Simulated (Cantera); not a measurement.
Charge: 1 mol Si2Cl6, 0.037 mol HCl, 4.2 mol H2.

Cantera equilibrium calculation (NASA polynomials, part measured and part estimated; ideal gas, pure solids and liquids). Candidate condensed phases: Si; 19 gas species. The feed counts by its element totals alone. The tables' values for SiCl3 are old estimates. Equilibrium is a limit: real reactors are often held back by kinetics, nucleation or transport.

Question: What condenses at these points (T in K, P in Pa): (1725, 2900); (1125, 540); (1650, 100); (1575, 86000); (1350, 86000)?

Answer: 
| T (K) | P in Pa | condensed phases | Si condensed (%) |
|---|---|---|---|
| 1725 | 2900 | gas only | 0.0 |
| 1125 | 540 | Si | 23.8 |
| 1650 | 100 | gas only | 0.0 |
| 1575 | 86000 | Si | 3.9 |
| 1350 | 86000 | Si | 18.6 |
